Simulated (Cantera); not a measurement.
An adiabatic, constant-pressure homogeneous reactor starts with 26.5 % H2, 15.4 % O2, 58.1 % N2, at 1475 K and 1200 Torr.

Cantera simulation using GRI-Mech 3.0 (53 species, 325 reactions); the numbers are that mechanism's predictions, not measurements.

x: mole fraction; the columns are a selection and need not sum to one.

| t (s) | T (K) | x H2 | x O2 | x NO | x H2O2 | x HO2 |
|---|---|---|---|---|---|---|
| 3.00e-6 | 1475 | 0.265 | 0.154 | <1e-12 | ___ | 1.77e-6 |
| 6.31e-6 | 1479 | 0.260 | 0.152 | 6.03e-10 | ___ | 6.08e-5 |
| 1.33e-5 | 2036 | 0.0494 | 0.0438 | 2.95e-5 | ___ | 2.49e-5 |
| 2.79e-5 | 2456 | 0.0439 | 0.0364 | 0.000113 | ___ | 1.21e-5 |
| 5.88e-5 | 2731 | 0.0346 | 0.0314 | 0.000412 | ___ | 1.08e-5 |
| 0.000124 | 2836 | 0.0296 | 0.0290 | 0.00132 | 6.86e-7 | 1.23e-5 |
| 0.000260 | 2841 | 0.0294 | 0.0282 | 0.00321 | 6.94e-7 | 1.21e-5 |
| 0.000548 | 2838 | 0.0297 | 0.0270 | 0.00639 | 6.76e-7 | 1.17e-5 |
| 0.00115 | 2834 | 0.0300 | 0.0256 | 0.0100 | 6.55e-7 | 1.11e-5 |
| 0.00242 | 2832 | 0.0302 | 0.0250 | 0.0118 | 6.45e-7 | 1.09e-5 |
| 0.00510 | 2832 | 0.0302 | 0.0249 | 0.0120 | 6.44e-7 | 1.09e-5 |
| 0.0107 | 2832 | 0.0302 | 0.0249 | 0.0120 | 6.44e-7 | 1.09e-5 |
| 0.0226 | 2832 | 0.0302 | 0.0249 | 0.0120 | 6.44e-7 | 1.09e-5 |
| 0.0475 | 2832 | 0.0302 | 0.0249 | 0.0120 | 6.44e-7 | 1.09e-5 |
| 0.100 | 2832 | 0.0302 | 0.0249 | 0.0120 | 6.44e-7 | 1.09e-5 |

Q: Complete the blanks.

A: 
- 3.00e-6, x H2O2: 2.90e-8
- 6.31e-6, x H2O2: 1.03e-6
- 1.33e-5, x H2O2: 9.33e-7
- 2.79e-5, x H2O2: 4.16e-7
- 5.88e-5, x H2O2: 4.92e-7
